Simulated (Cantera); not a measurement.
A perfectly stirred reactor is fed with C₃H₈ : H₂ = 1 : 110 (molar parts), at 0.0263 atm; it is held at 1950 K, and followed from long to short residence time.

Model: GRI-Mech 3.0 (53 species, 325 reactions), integrated in Cantera. GRI-Mech 3.0 was tuned for natural gas; its chemistry of propane as a main component is partial and can be far from experiment. GRI-Mech 3.0 stops at C3 and has no aromatics, soot or wall deposition, so with more carbon than oxygen in the feed, carbon stays in small species such as C2H2 where larger ones or solid carbon would form. Radical loss at walls, strong at low pressure, is not modelled.

Question: What does this change do: H2 110 to 13 parts?

Answer: 
```csv
quantity,before,after
x(C₃H₈) at τ = 26.0 s,4.66e-9,3.23e-8
x(H₂) at τ = 26.0 s,0.980,0.905
x(C₂H₂) at τ = 26.0 s,0.0129,0.0875
x(C₂H₄) at τ = 26.0 s,3.11e-6,1.95e-5
x(C₂H₆) at τ = 26.0 s,1.29e-9,8.58e-9
x(C₃H₈) at τ = 98.0 ms,1.46e-6,1.01e-5
x(H₂) at τ = 98.0 ms,0.978,0.897
x(C₂H₂) at τ = 98.0 ms,0.0103,0.0806
x(C₂H₄) at τ = 98.0 ms,2.41e-5,0.000187
x(C₂H₆) at τ = 98.0 ms,3.08e-7,2.74e-6
```
